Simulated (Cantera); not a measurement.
A perfectly stirred reactor is fed with CH₄ : O₂ : N₂ = 1 : 3.23 : 12.1 (molar parts), at 1.00 bar; it is adiabatic with a 575 K inlet, and is followed from long to short residence time, starting on the burning branch (τ in s: 0.2, 0.081, 0.032, 0.013, 0.0052, 0.0021, 0.00082, 0.00033, 0.00013, 5.2e-05).

Cantera simulation using GRI-Mech 3.0 (53 species, 325 reactions); the numbers are that mechanism's predictions, not measurements.

x: mole fraction; the columns are a selection and need not sum to one.

```
τ (s)    T (K)     x CH₄    x O₂    x C₂H₆    x HCO       x HCN
-------  -----  --------  ------  --------  -------  ----------
0.20      1913   4.13e-6  0.0750  1.56e-11  7.35e-9     1.10e-8
0.081     1910   8.03e-6  0.0750  4.92e-11  1.85e-8  (withheld)
0.032     1903   1.50e-5  0.0751  1.30e-10  4.83e-8  (withheld)
0.013     1891   2.68e-5  0.0752  2.96e-10  1.23e-7  (withheld)
0.0052    1873   4.85e-5  0.0755  6.58e-10  3.18e-7  (withheld)
0.0021    1843   8.94e-5  0.0762   1.53e-9  8.04e-7  (withheld)
0.00082   1797  0.000179  0.0776   4.40e-9  2.07e-6  (withheld)
0.00033   1732  0.000395  0.0804   1.76e-8  5.08e-6  (withheld)
0.00013   1629   0.00124  0.0879   2.00e-7  1.29e-5  (withheld)
5.2e-5     575    0.0612   0.198    <1e-12   <1e-12      <1e-12
```

Problem. Complete the blanks.

Solution. 
- 0.081, x HCN: 1.19e-8
- 0.032, x HCN: 1.39e-8
- 0.013, x HCN: 1.74e-8
- 0.0052, x HCN: 2.43e-8
- 0.0021, x HCN: 3.71e-8
- 0.00082, x HCN: 6.13e-8
- 0.00033, x HCN: 1.02e-7
- 0.00013, x HCN: 1.89e-7
